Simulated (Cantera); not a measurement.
Feed: 1 mol toluene, 0.0088 mol O2, 0.54 mol N2, equilibrated at 1127 °C.

Equilibrium computed with Cantera from the NASA thermochemical tables; the gas is ideal and each condensed phase is pure. Candidate condensed phases: C, C6H6, C7H8, C8H18, H2O; 136 gas species. The ideal-gas law is rough above about 30 bar. The numbers say what is thermodynamically allowed, not how fast it happens.

**Question.** What share of the C ends up in condensed phases as a function of P (Pa), at 10, 100, 1000, 10000, 100000, 1000000, 10000000?

**Answer.** 
```csv
P (Pa),C condensed (%),as
10,99.7,C(graphite)
100,99.7,C(graphite)
1000,99.7,C(graphite)
10000,99.7,C(graphite)
100000,99.5,C(graphite)
1000000,97.8,C(graphite)
10000000,89.4,C(graphite)
```
